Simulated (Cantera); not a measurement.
## Premixed flame

A freely propagating, adiabatic, planar premixed flame of H₂ : O₂ : N₂ = 1 : 0.581 : 2.19 (molar parts), equivalence ratio 0.86, unburnt at 423 K and 240 Torr; mixture-averaged transport, grid criteria slope 0.08 and curve 0.16, no radiation.

Model: the H2/O2 subset of GRI-Mech 3.0, which has no nitrogen chemistry, integrated in Cantera. Burning velocities carry a grid error of a few per cent, more on coarse grids.

```tsv
z (mm)	T (K)	u (m/s)	x H₂	x O₂	x O	x H	x H₂O₂	x HO₂
-5.39	423	3.27	0.265	0.154	<1e-8	<1e-8	<1e-8	<1e-8
-3.59	423	3.27	0.265	0.154	<1e-8	<1e-8	<1e-8	<1e-8
-2.69	423	3.27	0.265	0.154	<1e-8	<1e-8	<1e-8	<1e-8
-1.80	423	3.27	0.265	0.154	<1e-8	<1e-8	<1e-8	3.53e-8
-0.898	430	3.31	0.262	0.155	1.41e-6	1.46e-5	2.92e-6	8.10e-5
-0.449	649	4.87	0.228	0.151	0.000155	0.00436	2.57e-5	0.000116
0	1103	8.00	0.124	0.112	0.00518	0.0345	2.17e-6	4.00e-5
0.449	1402	10.1	0.0453	0.0578	0.0127	0.0525	2.01e-6	1.75e-5
0.898	1540	11.0	0.0332	0.0456	0.0137	0.0474	1.31e-6	1.19e-5
1.80	1689	11.9	0.0314	0.0411	0.0124	0.0362	6.90e-7	8.78e-6
3.59	1842	12.9	0.0288	0.0374	0.0101	0.0249	3.53e-7	6.32e-6
7.18	1988	13.7	0.0242	0.0338	0.00741	0.0154	1.99e-7	4.36e-6
14.4	2116	14.5	0.0182	0.0306	0.00488	0.00837	1.31e-7	2.98e-6
```
x: mole fraction of selected species; z is measured from the peak of heat release.

The laminar burning velocity is 327 cm/s and the thermal thickness comes out as 1.80 mm. The peak x(O) is 0.0137 and the peak x(H) is 0.0525. The peak x(H₂O₂) is 2.88e-5. The peak x(HO₂) comes out as 0.000197.
